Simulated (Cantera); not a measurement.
A perfectly stirred reactor is fed with NH3 : N2 = 1 : 2.4 (molar parts), at 0.0276 atm; it is held at 2325 K, and followed from long to short residence time.

Detailed kinetics in Cantera: the gas-phase N/H chemistry of the illustrative SiF4/NH3 mechanism in the Surface Chemkin manual (1991). Walls and surfaces, which speed up NH3 decomposition in real reactors, are not modelled.

```json
[
 {"quantity": "x(NH3) at τ = 7.10 s", "before": "0.000367", "after": "0.000391"},
 {"quantity": "x(N2H4) at τ = 7.10 s", "before": "1.45e-12", "after": "1.76e-12"},
 {"quantity": "x(H) at τ = 7.10 s", "before": "0.00942", "after": "0.0125"},
 {"quantity": "x(N2H2) at τ = 7.10 s", "before": "1.30e-8", "after": "1.53e-8"},
 {"quantity": "x(NH) at τ = 7.10 s", "before": "1.93e-5", "after": "2.21e-5"},
 {"quantity": "x(NH3) at τ = 34.0 ms", "before": "0.168", "after": "0.231"},
 {"quantity": "x(N2H4) at τ = 34.0 ms", "before": "3.97e-9", "after": "5.82e-9"},
 {"quantity": "x(H) at τ = 34.0 ms", "before": "0.000476", "after": "0.000552"},
 {"quantity": "x(N2H2) at τ = 34.0 ms", "before": "4.58e-6", "after": "6.38e-6"},
 {"quantity": "x(NH) at τ = 34.0 ms", "before": "8.17e-5", "after": "8.94e-5"}
]
```

**Question.** What was changed between the two runs?
(A) temperature 2325 to 1748 K
(B) NH3 1 to 1.7 parts
(C) NH3 1 to 0.52 parts
(D) NH3 1 to 0.18 parts

**Answer.** B, NH3 1 to 1.7 parts
